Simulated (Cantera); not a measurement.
**Iron carbonyl, mercury and lead vapours: PbO + H₂ + N₂**

A closed system holds: 1 mol PbO, 5.2 mol H₂, 2.9 mol N₂, equilibrated at 850 K and 13300 Pa.

These are equilibrium values from Cantera (NASA tables, ideal gas, pure condensed phases), not measurements of a reactor. Candidate condensed phases: H₂O, Pb, PbO, PbO₂, Pb₃O₄; 27 gas species. Equilibrium is a limit: real reactors are often held back by kinetics, nucleation or transport.

* **x(H₂)**: 0.518
* **x(N₂)**: 0.358
* **x(H₂O)**: 0.123
* **x(NH₃)**: 5.53e-5
* **x(Pb)**: 2.39e-6
* **n(Pb(l))**: 1.000 mol
* **gas amount**: 8.100 mol
* **log10 activity of PbO₂(s) (absent)**: -19.32
